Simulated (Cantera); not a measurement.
Charge: 1 mol Si₃N₄, 27 mol H₂O, at 1.00 Torr.

Cantera equilibrium calculation (NASA polynomials, part measured and part estimated; ideal gas, pure solids and liquids). Candidate condensed phases: H₂O, Si, SiO₂, Si₂N₂O, Si₃N₄; 35 gas species. The tables hold silica as quartz up to 1696 K and as liquid above; real silica turns to tridymite and cristobalite and melts near 1996 K. The numbers say what is thermodynamically allowed, not how fast it happens. All values below are at 1748 K.

Base state: H₂O 0.722, H₂ 0.205, N₂ 0.0688, H 0.00283, OH 0.000582, SiO 0.000164 (mole fractions); condensed: SiO₂(condensed).

**Question.** What changes in the equilibrium state with this change: pressure from 1.00 Torr to 225 Torr?

**Answer.** 
```json
[
 {"species": "H₂O", "before": "0.722", "after": "0.724"},
 {"species": "H₂", "before": "0.205", "after": "0.207"},
 {"species": "N₂", "before": "0.0688", "after": "0.0690"},
 {"species": "H", "before": "0.00283", "after": "0.000190"},
 {"species": "SiO", "before": "0.000164", "after": "7.34e-7"},
 {"species": "OH", "before": "0.000582", "after": "3.87e-5"},
 {"species": "SiO₂(condensed), mol", "before": "3.00", "after": "3.00"}
]
```
Gases not in the tables: Si(OH)₄.
